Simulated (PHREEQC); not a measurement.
Model water analysis in mmol/kgw, 55 °C, pH 7.13: Na 520; K 2.23; Ca 15.7; Mg 36.4; Cl 626; S(6) 7.08; Alkalinity (meq/kgw) 0.0198.

Cl is adjusted to close the charge balance.
Valence states are taken as typed.

Model: Pitzer model, pitzer.dat, run in PHREEQC.

The ionic strength comes out as 0.686 mol/kgw. What activity coefficients do OH-, HCO3-, Cl-, K+, Ca+2 get?

OH- 0.52, HCO3- 0.59, Cl- 0.63, K+ 0.65, Ca+2 0.22. Single-ion values are on the MacInnes scale.

Precipitation was switched off in this run. Away from 25 °C the constants follow the database's enthalpies or fits; those with neither stay at their 25 °C values.
